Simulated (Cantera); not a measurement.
A perfectly stirred reactor is fed with 12.0 % CH₄, 0.891 % C₂H₆, 18.2 % O₂, 68.9 % N₂, equivalence ratio 1.5, at 27000 Pa; it is adiabatic with a 525 K inlet, and is followed from long to short residence time, starting on the burning branch (τ in s: 0.023, 0.012, 0.0063, 0.0033, 0.0017, 0.00091, 0.00048, 0.00025, 0.00013, 7e-05, 3.7e-05, 1.9e-05, 1e-05).

Model: GRI-Mech 3.0 (53 species, 325 reactions), integrated in Cantera.

x: mole fraction; the columns are a selection and need not sum to one.

| τ (s) | T (K) | x CH₄ | x C₂H₆ | x O₂ | x CH₃ | x CO₂ |
|---|---|---|---|---|---|---|
| 0.023 | 2022 | 0.000124 | 6.99e-7 | 0.000399 | ___ | 0.0393 |
| 0.012 | 2017 | 0.000209 | 1.32e-6 | 0.000673 | ___ | 0.0391 |
| 0.0063 | 2010 | 0.000364 | 2.54e-6 | 0.00117 | ___ | 0.0386 |
| 0.0033 | 1998 | 0.000644 | 5.06e-6 | 0.00210 | ___ | 0.0377 |
| 0.0017 | 1977 | 0.00117 | 1.08e-5 | 0.00394 | ___ | 0.0359 |
| 0.00091 | 1937 | 0.00218 | 2.45e-5 | 0.00759 | ___ | 0.0326 |
| 0.00048 | 525 | 0.120 | 0.00891 | 0.182 | <1e-12 | <1e-12 |
| 0.00025 | 525 | 0.120 | 0.00891 | 0.182 | <1e-12 | <1e-12 |
| 0.00013 | 525 | 0.120 | 0.00891 | 0.182 | <1e-12 | <1e-12 |
| 7.0e-5 | 525 | 0.120 | 0.00891 | 0.182 | <1e-12 | <1e-12 |
| 3.7e-5 | 525 | 0.120 | 0.00891 | 0.182 | <1e-12 | <1e-12 |
| 1.9e-5 | 525 | 0.120 | 0.00891 | 0.182 | <1e-12 | <1e-12 |
| 1.0e-5 | 525 | 0.120 | 0.00891 | 0.182 | <1e-12 | <1e-12 |

Q: Fill in the missing entries.

A: 
- 0.023, x CH₃: 0.000112
- 0.012, x CH₃: 0.000191
- 0.0063, x CH₃: 0.000329
- 0.0033, x CH₃: 0.000566
- 0.0017, x CH₃: 0.000967
- 0.00091, x CH₃: 0.00160
